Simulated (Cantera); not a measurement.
Input: 1 mol MgO, 3 mol SO3, 0.11 mol O2, held at 75.0 Torr.

Method: chemical equilibrium by Gibbs-energy minimisation in Cantera with the NASA 1993 tables (ideal gas, pure condensed phases). Candidate condensed phases: Mg, MgO, MgS, MgSO4, S; 14 gas species. Rates play no part.

log p: log10 of the partial pressure in bar; n: condensed amount in mol.

| T (K) | log p SO2 | log p SO3 | log p O2 | log p O | log p SO | n MgSO4(s) | n MgO(s) |
|---|---|---|---|---|---|---|---|
| 825 | -1.65 | -1.21 | -1.80 | <-13 | <-13 | 1.00 | 0 |
| 900 | -1.42 | -1.41 | -1.63 | -12.09 | <-13 | 1.00 | 0 |
| 975 | -1.30 | -1.68 | -1.54 | -10.91 | (withheld) | 1.00 | 0 |
| 1050 | -1.24 | -1.97 | -1.49 | -9.92 | (withheld) | 1.00 | 0 |
| 1125 | -1.22 | -2.26 | -1.47 | -9.07 | (withheld) | 1.00 | 0 |
| 1200 | -1.21 | -2.53 | -1.46 | -8.33 | (withheld) | 1.00 | 0 |
| 1275 | -1.19 | -2.76 | -1.46 | -7.68 | (withheld) | 0 | 1.00 |
| 1350 | -1.19 | -2.98 | -1.46 | -7.11 | (withheld) | 0 | 1.00 |
| 1425 | -1.19 | -3.17 | -1.46 | -6.59 | (withheld) | 0 | 1.00 |
| 1500 | -1.19 | -3.35 | -1.46 | -6.12 | (withheld) | 0 | 1.00 |
| 1575 | -1.19 | -3.50 | -1.46 | -5.70 | (withheld) | 0 | 1.00 |

### Question
What belongs in the gaps?

### Answer

- 975, log p SO: -12.65
- 1050, log p SO: -11.46
- 1125, log p SO: -10.44
- 1200, log p SO: -9.56
- 1275, log p SO: -8.77
- 1350, log p SO: -8.08
- 1425, log p SO: -7.47
- 1500, log p SO: -6.91
- 1575, log p SO: -6.41
